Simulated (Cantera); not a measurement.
A closed system holds: 1 mol PbO, 0.044 mol O₂, 29 mol H₂, held at 498.15 K and 0.0750 Torr.

These are equilibrium values from Cantera (NASA tables, ideal gas, pure condensed phases), not measurements of a reactor. Candidate condensed phases: H₂O, Pb, PbO, PbO₂, Pb₃O₄; 12 gas species. Rates play no part.

Base state: H₂ 0.962, H₂O 0.0375 (mole fractions); condensed: Pb(s).

Problem. What changes in the equilibrium state with this change: O₂ from 0.044 to 0.43 mol?

Solution. 
```json
[
 {"species": "H₂", "before": "0.962", "after": "0.936"},
 {"species": "H₂O", "before": "0.0375", "after": "0.0641"},
 {"species": "Pb(s), mol", "before": "1.00", "after": "1.00"}
]
```
